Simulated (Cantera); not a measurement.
Equilibrium for fluorocarbon and chlorocarbon gases: CHF3 + HCl + H2

A closed system holds: 1 mol CHF3, 0.024 mol HCl, 0.084 mol H2, equilibrated at 2425 K.

These are equilibrium values from Cantera (NASA tables, ideal gas, pure condensed phases), not measurements of a reactor. Candidate condensed phases: C, C6H6, C7H8, C8H18; 118 gas species. The tables' values for C2F4 are old estimates; treat these amounts as uncertain. Gases not in the tables: C2F6 and larger saturated fluorocarbons. Kinetics and transport are ignored.

From 1.00 Pa to 1.00 bar the condensed part is C(graphite). The main C-bearing gas is C3 at 1.00 Pa and CF4 at 1.00 bar. The share of C in condensed phases is highest at 10.0 Pa (92.0 %) and lowest at 0.100 bar (39.4 %).

| P (Pa) | x HF | x F | x CF4 | x CF2 | x H | x CF | x C3 | x Cl | n C(graphite) |
|---|---|---|---|---|---|---|---|---|---|
| 1 | 0.341 | 0.582 | 1.10e-10 | 0.000661 | 0.0321 | 0.0150 | 0.0149 | 0.00750 | 0.779 |
| 10 | 0.391 | 0.574 | 1.04e-7 | 0.00644 | 0.00372 | 0.0148 | 0.00149 | 0.00793 | 0.920 |
| 100 | 0.414 | 0.512 | 6.60e-5 | 0.0513 | 0.000442 | 0.0132 | 0.000149 | 0.00832 | 0.812 |
| 1000 | 0.479 | 0.307 | 0.00855 | 0.185 | 8.53e-5 | 0.00791 | 1.49e-5 | 0.00960 | 0.493 |
| 10000 | 0.589 | 0.0996 | 0.0941 | 0.194 | 3.24e-5 | 0.00256 | 1.49e-6 | 0.0117 | 0.394 |
| 100000 | 0.669 | 0.0213 | 0.198 | 0.0887 | 1.72e-5 | 0.000548 | 1.49e-7 | 0.0123 | 0.473 |
x: gas mole fraction; n: condensed amount in mol.
